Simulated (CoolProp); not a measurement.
Properties of hydrogen sulfide along the isobar 34800 kPa.

Computed with CoolProp (reference Helmholtz-energy equation of state, Lemmon 2006). It is a short technical equation, of lower accuracy than the large ones.

```tsv
T (K)	phase	speed of sound (m/s)	isothermal compressibility (1/MPa)
227.1	liquid	1390	0.0008580
251.8	liquid	1283	0.001088
276.4	liquid	1178	0.001399
301.1	liquid	1075	0.001835
325.7	liquid	973.4	0.002460
350.4	liquid	874.5	0.003388
375	supercritical	780.2	0.004785
399.7	supercritical	692.1	0.006920
424.3	supercritical	614.6	0.01007
449	supercritical	551.9	0.01430
473.6	supercritical	507.7	0.01899
498.3	supercritical	481.5	0.02303
523	supercritical	469.3	0.02574
547.6	supercritical	466.2	0.02723
572.3	supercritical	468.4	0.02793
```
